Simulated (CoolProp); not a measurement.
The numbers come from the reference Helmholtz-energy equation of state, Lemmon 2006 in CoolProp. It is a short technical equation, of lower accuracy than the large ones.

Problem. For n-decane, give the phase and the density (kg/m³), cp (kJ/(kg K)), isothermal compressibility (1/MPa), viscosity (µPa s) at 444.3 K and 5.08 bar; 464.6 K and 5.08 bar.

Solution. 
- 444.3 K and 5.08 bar: liquid; density 608, cp 2.80, isothermal compressibility 0.00377, viscosity 208
- 464.6 K and 5.08 bar: liquid; density 589, cp 2.89, isothermal compressibility 0.00474, viscosity 180

Viscosity comes from a separate model (Huber 2004).
